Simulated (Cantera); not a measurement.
# Thermodynamics of tantalum, niobium, vanadium and zirconium in process gases, feed V + H2O + N2

Feed: 1 mol V, 0.43 mol H2O, 0.95 mol N2, equilibrated at 2448.15 K and 0.263 Torr.

Method: chemical equilibrium by Gibbs-energy minimisation in Cantera with the NASA 1993 tables (ideal gas, pure condensed phases). Candidate condensed phases: H2O, V, VN, VO, V2O3, V2O4, V2O5; 28 gas species. Equilibrium is a limit: real reactors are often held back by kinetics, nucleation or transport.

x(N2): 0.354
x(H): 0.228
x(V): 0.224
x(VO): 0.136
x(H2): 0.0459
x(VO2): 0.0121
x(O): 0.000181
x(H2O): 5.66e-5
x(OH): 5.48e-5
gas amount: 2.687 mol
log10 activity of V(l) (absent): -0.80
log10 activity of V2O5(l) (absent): -13.80
